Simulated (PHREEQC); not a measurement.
A column of 0.2 m (40 cells, dispersivity 0.007 m, 3600 s a shift, diffusion coefficient 3e-10 m²/s) holds 0.011 eq of the database's cation exchanger X per kg of pore water, first in equilibrium with 0.00041 mol NH4Cl, 0.026 mol KCl and 1e-05 mol HCl per kg of water. It is flushed with 0.0086 mol MgSO4, 0.0038 mol MgCl2 and 1e-05 mol HCl per kg of water, at 25 °C. Values are for the last cell. No CO2 enters from the air. Nothing may precipitate in this run.

Equilibrium calculation in PHREEQC: ion-association model, phreeqc.dat.

```
pore volumes  Mg in solution (mol/kgw)  S in solution (mol/kgw)  NH4 in solution (mol/kgw)  K in solution (mol/kgw)  Cl in solution (mol/kgw)  KX on the exchanger (mol/kgw)  MgX2 on the exchanger (mol/kgw)
------------  ------------------------  -----------------------  -------------------------  -----------------------  ------------------------  -----------------------------  -------------------------------
0                                    0                        0                   0.000410                   0.0260                    0.0264                         0.0109                                0
0.2125                               0                 2.97e-14                   0.000410                   0.0260                    0.0264                         0.0109                                0
0.4125                        2.44e-12                  3.62e-6                   0.000410                   0.0260                    0.0264                         0.0109                         3.07e-12
0.6125                         8.77e-8                 0.000360                   0.000409                   0.0259                    0.0256                         0.0109                          1.09e-7
0.8125                         2.17e-5                  0.00223                   0.000397                   0.0256                    0.0216                         0.0108                          2.49e-5
1.012                         0.000544                  0.00491                   0.000352               (withheld)                    0.0157                        0.00984                         0.000522
1.212                          0.00302                  0.00692                   0.000252                   0.0188                    0.0113                        0.00673                          0.00210
1.413                          0.00654                  0.00795                   0.000144                   0.0117                   0.00904                        0.00374                          0.00361
1.613                          0.00927                  0.00837                    7.10e-5                  0.00624                   0.00810                        0.00187                          0.00456
1.812                           0.0109                  0.00853                    3.19e-5                  0.00301                   0.00777                       0.000875                          0.00506
2.013                           0.0117                  0.00858                    1.34e-5                  0.00136                   0.00766                       0.000390                          0.00530
2.212                           0.0121                  0.00859                 (withheld)                 0.000590                   0.00762                       0.000168                          0.00542
2.413                           0.0123                  0.00860                    2.12e-6                 0.000247                   0.00761                        7.00e-5                          0.00546
2.612                           0.0123                  0.00860                    8.08e-7                 0.000101                   0.00761                     (withheld)                          0.00549
2.812                           0.0124                  0.00860                    3.02e-7                  4.04e-5                   0.00761                        1.14e-5                          0.00549
3.013                           0.0124                  0.00860                    1.11e-7                  1.59e-5                   0.00761                        4.50e-6                          0.00550
```

Problem. Complete the blanks.

Solution. 
- 1.012, K in solution (mol/kgw): 0.0241
- 2.212, NH4 in solution (mol/kgw): 5.42e-6
- 2.612, KX on the exchanger (mol/kgw): 2.85e-5

Complexes and solids missing from the database can't appear.
